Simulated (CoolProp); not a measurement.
Vapour-liquid equilibrium of R142b (1) + R113 (2) at 202 kPa; x and y are mole fractions of (1).

Model: multi-fluid Helmholtz-energy mixture model, Lemmon 2006 and Marx 1992; pair parameters Bell 2016, in CoolProp.

Give the bubble temperature and the first vapour's composition at x = 0.05, 0.35, 0.5. Is there an azeotrope?

x = 0.05: 334.7 K, y = 0.247; x = 0.35: 305.0 K, y = 0.791; x = 0.5: 297.5 K, y = 0.872. No azeotrope shows between x = 0.05 and 0.95.

Pair parameters are fitted to limited data, so mixtures are less certain than the pure fluids.
